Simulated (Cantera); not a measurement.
A perfectly stirred reactor is fed with H2 : O2 : N2 = 1.1 : 1 : 1.4 (molar parts), equivalence ratio 0.55, at 0.930 bar; it is held at 1073 K, and followed from long to short residence time.

Cantera simulation using the H2/O2 subset of GRI-Mech 3.0, which has no nitrogen chemistry; the numbers are that mechanism's predictions, not measurements. The temperature is held fixed by assumption; the heat of reaction is taken as removed at once.

Task: Predict: x(H2) at τ = 3.30 s; x(O2) at τ = 3.30 s; x(O) at τ = 3.30 s; x(H2O) at τ = 3.30 s; x(H2O2) at τ = 3.30 s; x(H2) at τ = 27.0 ms; x(O2) at τ = 27.0 ms; x(O) at τ = 27.0 ms; x(H2O) at τ = 27.0 ms; x(H2O2) at τ = 27.0 ms.

Result: 
| Quantity | Result |
|---|---|
| x(H2) at τ = 3.30 s | 0.00276 |
| x(O2) at τ = 3.30 s | 0.154 |
| x(O) at τ = 3.30 s | 6.90e-7 |
| x(H2O) at τ = 3.30 s | 0.370 |
| x(H2O2) at τ = 3.30 s | 1.98e-5 |
| x(H2) at τ = 27.0 ms | 0.0620 |
| x(O2) at τ = 27.0 ms | 0.178 |
| x(O) at τ = 27.0 ms | 9.14e-6 |
| x(H2O) at τ = 27.0 ms | 0.299 |
| x(H2O2) at τ = 27.0 ms | 0.000472 |
